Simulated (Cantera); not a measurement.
Input: 1 mol (CH3)2SiCl2, 0.14 mol C3H8, 2.8 mol H2, equilibrated at 0.200 bar.

Method: chemical equilibrium by Gibbs-energy minimisation in Cantera with the NASA 1993 tables (ideal gas, pure condensed phases). Candidate condensed phases: C, C6H6, C7H8, C8H18, Si, SiC; 109 gas species. The feed counts by its element totals alone. The tables' values for SiCl3 are old estimates; treat these amounts as uncertain. Kinetics and transport are ignored. All values below are at 1673 K.

Base state: H2 0.734, HCl 0.260, SiCl2 0.00445, SiCl3 0.000558, H 0.000218, SiCl4 0.000146, CH4 0.000131, SiHCl3 7.38e-5 (mole fractions); condensed: C(graphite) + SiC(s).

What changes in the equilibrium state with this change: pressure from 0.200 bar to 1.90 mbar?


```json
[
 {"species": "H2", "before": "0.734", "after": "0.731"},
 {"species": "HCl", "before": "0.260", "after": "0.262"},
 {"species": "SiCl2", "before": "0.00445", "after": "0.00451"},
 {"species": "H", "before": "0.000218", "after": "0.00223"},
 {"species": "CH4", "before": "0.000131", "after": "1.23e-6"},
 {"species": "SiHCl3", "before": "7.38e-5", "after": "7.13e-7"},
 {"species": "SiCl4", "before": "0.000146", "after": "1.42e-6"},
 {"species": "Cl", "before": "6.05e-5", "after": "0.000624"},
 {"species": "SiCl3", "before": "0.000558", "after": "5.54e-5"},
 {"species": "C(graphite), mol", "before": "1.46", "after": "1.45"},
 {"species": "SiC(s), mol", "before": "0.961", "after": "0.966"}
]
```
